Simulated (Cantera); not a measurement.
A perfectly stirred reactor is fed with CH₄ : CO : O₂ : N₂ = 1 : 0.041 : 2.38 : 8.94 (molar parts), at 11.8 atm; it is adiabatic with a 448 K inlet, and is followed from long to short residence time, starting on the burning branch (τ in s: 0.03, 0.013, 0.0056, 0.0024, 0.0011, 0.00046, 0.0002, 8.6e-05, 3.7e-05, 1.6e-05, 7e-06).

Computed with Cantera and GRI-Mech 3.0 (53 species, 325 reactions). The pressure lies above the range GRI-Mech 3.0 was tuned for (to about 10 atm).

One state of this run: T (K) = 2173; x CH₄ = 4.06e-5; x CO = 0.00263; x O₂ = 0.0300; x HCN = 3.82e-7; x H₂ = 0.000738; x NO = 0.000143; x C₂H₄ = 3.40e-8. x: mole fraction; the columns are a selection and need not sum to one.

Task: Which value of τ (s) does it belong to?
A. 0.0056
B. 0.030
C. 3.7e-5
D. 0.0011

Result: D, 0.0011
